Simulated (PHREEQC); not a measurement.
Make-up at 65 °C: 0.014 mol/kgw CdCl2. Closed to the air; pH follows from the charge balance.

Equilibrium calculation in PHREEQC: ion-association model, phreeqc.dat.

```
Property                Result
--------------  --------------
pH                        5.53
ionic strength  0.0264 mol/kgw
```

```csv
species,molality,activity,log γ
Cl-,0.0200,0.0168,-0.074
CdCl+,0.00706,0.00597,-0.073
Cd+2,0.00646,0.00330,-0.291
CdCl2,0.000474,0.000476,0.003
CdCl3-,1.02e-5,8.60e-6,-0.073
H+,3.38e-6,2.94e-6,-0.060
CdOHCl,1.76e-6,1.77e-6,0.003
CdOH+,1.51e-6,1.28e-6,-0.073
Cd2OH+3,6.01e-8,1.33e-8,-0.655
OH-,5.07e-8,4.27e-8,-0.075
```

This is a speciation only: nothing precipitates in the calculation. Species that the database lacks are ignored. Constants without temperature data keep their 25 °C values here.
